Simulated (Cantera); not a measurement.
Charge: 1 mol SiH₄, 0.28 mol N₂O, equilibrated at 600 K and 0.100 bar.

Method: chemical equilibrium by Gibbs-energy minimisation in Cantera with the NASA 1993 tables (ideal gas, pure condensed phases). Candidate condensed phases: H₂O, Si, SiO₂, Si₂N₂O, Si₃N₄; 35 gas species. Rates play no part.

Q: What is the equilibrium state?

A: x(H₂): 1.00
n(Si(s)): 0.440 mol
n(Si₂N₂O(s)): 0.280 mol
gas amount: 2.000 mol
